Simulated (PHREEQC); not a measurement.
## Leach liquor (model solution)

Solution (20 °C): 0.043 mol/kgw HCl and 0.021 mol/kgw FeSO4. Closed to the air; pH follows from the charge balance.

The numbers come from PHREEQC with the ion-association model, phreeqc.dat.

```yaml
pH: 1.56
ionic_strength: 0.0918 mol/kgw
specific_conductance: 13300 µS/cm
density: 1.002 g/cm³
total_alkalinity: -43.0 meq/kg
```

| species | molality | activity | log γ |
|---|---|---|---|
| Cl- | 0.0426 | 0.0330 | -0.111 |
| H+ | 0.0331 | 0.0274 | -0.081 |
| Fe+2 | 0.0166 | 0.00685 | -0.384 |
| HSO4- | 0.00917 | 0.00722 | -0.104 |
| SO4-2 | 0.00780 | 0.00301 | -0.413 |
| FeSO4 | 0.00327 | 0.00334 | 0.009 |
| FeHSO4+ | 0.000755 | 0.000595 | -0.104 |
| FeCl+ | 0.000396 | 0.000312 | -0.104 |

Precipitation was switched off in this run.
